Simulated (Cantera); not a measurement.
Charge: 1 mol Si, 0.0078 mol H₂O, 7.9 mol H₂, at 1475 °C and 13.3 mbar.

Equilibrium computed with Cantera from the NASA thermochemical tables; the gas is ideal and each condensed phase is pure. Candidate condensed phases: H₂O, Si, SiO₂; 18 gas species. Gases not in the tables: Si₂H₆ and higher silanes. The numbers say what is thermodynamically allowed, not how fast it happens.

Base state: H₂ 0.997, H 0.00198, SiO 0.000984, Si 0.000109, SiH₂ 2.05e-5, SiH 1.68e-5 (mole fractions); condensed: Si(l).

Problem. What changes in the equilibrium state with this change: pressure from 13.3 mbar to 1.40 bar?

Solution. 
```tsv
species	before	after
H₂	0.997	0.999
SiO	0.000984	0.000983
H	0.00198	0.000193
Si	0.000109	1.04e-6
SiH	1.68e-5	1.64e-6
SiH₂	2.05e-5	2.05e-5
Si(l), mol	0.991	0.992
```

Problem. What changes in the equilibrium state with this change: H₂O from 0.0078 to 0.054 mol?

Solution. 
```
species       before    after
----------  --------  -------
H₂             0.997    0.991
SiO         0.000984  0.00674
H            0.00198  0.00197
SiH₂         2.05e-5  2.03e-5
SiH          1.68e-5  1.67e-5
Si(l), mol     0.991    0.945
```
